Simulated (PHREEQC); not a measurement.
Consider water at 25 °C with 0.0011 mol HF, 0.001 mol (NH4)2SiF6, 0.00022 mol H3PO4 and 0.0084 mol HCl per kg of water. Closed to the air; pH follows from the charge balance.

All values are PHREEQC results (ion-association model, phreeqc.dat), not measurements.

```yaml
pH: 2.13
ionic_strength: 0.0108 mol/kgw
total_alkalinity: -13.7 meq/kg
```

```csv
species,molality,activity,log γ
Cl-,0.00840,0.00754,-0.047
H+,0.00812,0.00740,-0.041
HF,0.00284,0.00284,0.001
NH4+,0.00200,0.00179,-0.049
SiF6-2,0.000662,0.000436,-0.181
H4SiO4,0.000338,0.000339,0.001
F-,0.000286,0.000256,-0.047
H2PO4-,0.000111,0.000100,-0.045
H3PO4,0.000109,0.000109,0.001
HF2-,3.11e-6,2.80e-6,-0.046
HPO4-2,1.28e-9,8.41e-10,-0.181
```

This is a speciation only: nothing precipitates in the calculation. The solution is supersaturated, for example in Quartz (slow to form), Chalcedony (slow to form), so a real one may precipitate; this is no full list. Species that the database lacks are ignored. SiF6-2 is the database's only silicon fluoride.
